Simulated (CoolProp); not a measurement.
Carbon monoxide at 293.15 K and 0.192 MPa is compressed adiabatically to 0.301 MPa with isentropic efficiency 0.75. Each further row changes one setting.

Computed with CoolProp (reference Helmholtz-energy equation of state, Lemmon 2006). It is a short technical equation, of lower accuracy than the large ones.

| case | work (kJ/kg) | final temperature (K) | final density (kg/m³) |
|---|---|---|---|
| as stated | [?] | 346.6 | 2.93 |
| efficiency 1 | 41.7 | 333.3 | [?] |
| efficiency 0.65 | 64.2 | [?] | 2.86 |

Question: What belongs in the gaps?

Answer: 
- as stated, work (kJ/kg): 55.6
- efficiency 1, final density (kg/m³): 3.04
- efficiency 0.65, final temperature (K): 354.8
